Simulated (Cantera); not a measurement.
An isothermal plug-flow reactor at 1073 K and 100000 Pa (inlet), inlet velocity 0.21 m/s, active area per volume 160 1/m; feed CH₄ : O₂ : N₂ = 0.025 : 0.011 : 0.79 (molar parts).

Detailed kinetics in Cantera: Deutschmann's 1995 Pt surface mechanism with GRI-Mech 3.0 gas chemistry. Catalytic surfaces can have several steady states; this one follows from the mechanism file's or the stated starting coverage. Mass transfer to the wall is taken as infinitely fast.

x: gas mole fraction; θ: surface coverage.

```csv
z (m),x CH₄,x O₂,x H₂O,x CO₂,x CO,θ free Pt,θ H*,θ CO*,θ C*
3.4e-05,0.0287,0.0113,0.00245,1.26e-6,0.00152,0.787,0.00184,0.0222,0.189
5.6e-05,0.0279,0.0104,[?],[?],[?],0.733,[?],[?],[?]
9.4e-05,0.0269,0.00917,0.00493,3.02e-6,0.00330,0.659,0.00227,0.0312,0.308
0.00016,0.0256,0.00776,0.00646,4.02e-6,0.00455,0.565,0.00247,0.0312,0.401
0.00026,0.0243,0.00648,0.00775,4.73e-6,0.00578,0.471,0.00258,0.0272,0.499
0.00043,0.0231,0.00530,0.00886,5.20e-6,0.00700,0.374,0.00258,0.0206,0.603
0.00073,0.0219,0.00428,0.00972,5.47e-6,0.00814,0.284,0.00249,0.0138,0.700
0.0012,0.0210,0.00353,0.0103,5.59e-6,0.00904,0.215,0.00233,0.00877,0.774
0.002,0.0202,0.00294,0.0107,5.64e-6,0.00980,0.161,0.00214,0.00531,0.831
0.0034,0.0195,[?],0.0110,5.67e-6,0.0105,[?],[?],[?],0.876
```

Question: Fill in the missing entries.

Answer: 
- 5.6e-05, x H₂O: 0.00355
- 5.6e-05, x CO₂: 2.04e-6
- 5.6e-05, x CO: 0.00228
- 5.6e-05, θ H*: 0.00204
- 5.6e-05, θ CO*: 0.0274
- 5.6e-05, θ C*: 0.238
- 0.0034, x O₂: 0.00246
- 0.0034, θ free Pt: 0.119
- 0.0034, θ H*: 0.00194
- 0.0034, θ CO*: 0.00310
